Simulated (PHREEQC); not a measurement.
A solution holds 120 mmol/kgw CdSO4, 0.21 mmol/kgw NaOH and 9 mmol/kgw H2SO4, at 20 °C. Closed to the air; pH follows from the charge balance.

All values are PHREEQC results (ion-association model, phreeqc.dat), not measurements.

No solid was allowed to form.

Q: Predict the pH, ionic strength, density.

A: pH 2.14; ionic strength 0.231 mol/kgw; density 1.022 g/cm³.

Q: In which forms is Cd present?

A: Cd+2 46 %, CdSO4 38 %, Cd(SO4)2-2 16 % of the Cd.

Species that the database lacks are ignored.
